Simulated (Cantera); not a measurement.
Mixture: CH4 : O2 : N2 = 1 : 4.55 : 25 (molar parts), equivalence ratio 0.44, at 5.00 bar, adiabatic and at constant pressure. Ignition delay is the time to a rise of 400 K.

Computed with Cantera and GRI-Mech 3.0 (53 species, 325 reactions).

Question: What does this change do: 0.087 parts H2 added?

Answer: 
```
quantity                                                before       after
--------------------------------------------------  ----------  ----------
delay at 1300 K                                        2.79 ms     1.49 ms
delay at 1375 K                                        1.20 ms    0.723 ms
delay at 1450 K                                       0.552 ms    0.364 ms
delay at 1525 K                                       0.270 ms    0.192 ms
delay at 1600 K                                       0.141 ms    0.107 ms
delay at 1675 K                                        79.8 µs     63.5 µs
apparent activation energy between 1525 and 1675 K  170 kJ/mol  160 kJ/mol
```

Question: What does this change do: pressure from 5.00 bar to 1.00 bar?

Answer: 
```json
[
 {"quantity": "delay at 1300 K", "before": "2.79 ms", "after": "10.9 ms"},
 {"quantity": "delay at 1375 K", "before": "1.20 ms", "after": "4.38 ms"},
 {"quantity": "delay at 1450 K", "before": "0.552 ms", "after": "1.96 ms"},
 {"quantity": "delay at 1525 K", "before": "0.270 ms", "after": "0.978 ms"},
 {"quantity": "delay at 1600 K", "before": "0.141 ms", "after": "0.545 ms"},
 {"quantity": "delay at 1675 K", "before": "79.8 µs", "after": "0.338 ms"},
 {"quantity": "apparent activation energy between 1525 and 1675 K", "before": "170 kJ/mol", "after": "150 kJ/mol"}
]
```
